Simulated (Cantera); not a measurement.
Input (Python, Cantera) and output of one run.

```python
import numpy as np
import cantera as ct

gas_names = """
    C CO COS CO2 CS CS2 C2 C2O C3 C3O2 C4 C5 Na NaO Na2 Na2O Na2SO4 O O2 O3 S SO SO2 SO3 S2 S2O S8
""".split()
cond_names = """
    C(gr) Na(cr) Na(L) NaO2(s) Na2CO3(I) Na2CO3(II) Na2CO3(L) Na2O(c) Na2O(a) Na2O(L) Na2O2(a) Na2O2(b)
    Na2S(1) Na2S(2) Na2S(L) Na2SO4(V) Na2SO4(IV) Na2SO4(I) Na2SO4(L) S(cr1) S(cr2) S(L)
""".split()


# ... load() reads the species with a 1 bar reference pressure and builds the phases ...
atoms = {
    'Na2SO4': {'Na': 2, 'S': 1, 'O': 4},
    'CO2': {'C': 1, 'O': 2},
}
top_T = {'C(gr)': 4500, 'NaO2(s)': 800, 'Na2O2(b)': 940}  # K; cautious upper limits of use, not melting points


# ... equilibrate(T, P, feed) seeds the gas with the atoms and calls Mixture.equilibrate('TP', solver="vcs", rtol=1e-11, max_steps=5000) ...
results = []
feed = {'Na2SO4': 1, 'CO2': 0.022}  # mol
T = 1323.15  # K
P = 21  # Pa
mix = equilibrate(T, P, feed)
results.append((T, P, feed, dict(zip(mix.species_names, mix.species_moles))))
x = sorted(zip(gas.X, gas.species_names), reverse=True)
print(f"T = {T:g} K  P = {P:g} Pa  gas = {mix.phase_moles(0):.4g} mol")
print("   x: " + "  ".join(f"{s} {v:.3e}" for v, s in x if v > 0.001))
print("   condensed (mol): " + ("  ".join(f"{mix.phase(i).name} {mix.phase_moles(i):.4g}"
      for i in range(1, mix.n_phases) if mix.phase_moles(i) > 1e-12) or "none"))
```

It prints:

```
T = 1323.15 K  P = 21 Pa  gas = 0.02317 mol
   x: CO2 9.492e-01  Na 2.093e-02  O2 1.054e-02  SO2 1.047e-02  Na2SO4 8.661e-03
   condensed (mol): Na2SO4(L) 0.9996
```

Cantera equilibrium calculation (NASA polynomials, part measured and part estimated; ideal gas, pure solids and liquids).
